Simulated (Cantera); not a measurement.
A Cantera script and its output.

```python
import numpy as np
import cantera as ct

gas = ct.Solution("gri30.yaml")
gas.TPX = 400, 33000, {'CH4': 1, 'C2H6': 0.22, 'O2': 3.64, 'N2': 13.7}
inlet = ct.Reservoir(gas, clone=True)
gas.equilibrate("HP")  # start burning
reactor = ct.IdealGasConstPressureReactor(gas, energy="on", clone=False)
exhaust = ct.Reservoir(gas, clone=True)
tau = [0.043, 0.016, 0.0057, 0.0021, 0.00075, 0.00027, 0.0001, 3.6e-05, 1.3e-05][0]
for a, b in ((inlet, reactor), (reactor, exhaust)):
    ct.MassFlowController(a, b, mdot=lambda t: reactor.mass / tau)
net = ct.ReactorNet([reactor])
show = ['CH4', 'C2H6', 'O2', 'CH3', 'H2', 'H']

rows = []
print(f"{'tau/s':>10s}{'T/K':>9s}" + "".join(f"{s:>11s}" for s in show))
for tau in [0.043, 0.016, 0.0057, 0.0021, 0.00075, 0.00027, 0.0001, 3.6e-05, 1.3e-05]:
    net.initial_time = 0.0
    net.advance(30 * tau)
    before = gas.X
    net.advance(40 * tau)
    drift = np.max(np.abs(gas.X - before) / (gas.X + 1e-9))
    rows.append([gas.T, *gas[show].X, drift])
    print(f"{tau:10.3e}{gas.T:9.1f}" + "".join(f"{x:11.3e}" for x in gas[show].X))
```

Result:

```
     tau/s      T/K        CH4       C2H6         O2        CH3         H2          H
 4.300e-02   1954.8  1.026e-05  5.081e-07  4.778e-02  3.386e-06  1.890e-03  7.520e-04
 1.600e-02   1911.9  2.035e-05  1.088e-06  4.898e-02  6.158e-06  2.997e-03  1.589e-03
 5.700e-03   1851.9  4.414e-05  2.447e-06  5.075e-02  1.208e-05  4.486e-03  3.140e-03
 2.100e-03   1780.9  1.022e-04  5.687e-06  5.314e-02  2.488e-05  6.064e-03  5.309e-03
 7.500e-04   1697.6  2.829e-04  1.551e-05  5.717e-02  5.937e-05  7.544e-03  7.479e-03
 2.700e-04   1588.4  1.198e-03  6.462e-05  6.769e-02  2.076e-04  9.152e-03  6.709e-03
 1.000e-04    400.0  5.388e-02  1.185e-02  1.961e-01  1.407e-19  7.073e-17  1.385e-29
 3.600e-05    400.0  5.388e-02  1.185e-02  1.961e-01  2.659e-22  1.336e-19  1.787e-32
 1.300e-05    400.0  5.388e-02  1.185e-02  1.961e-01  1.679e-23  8.439e-21  1.308e-33
```

Detailed kinetics in Cantera: GRI-Mech 3.0 (53 species, 325 reactions).
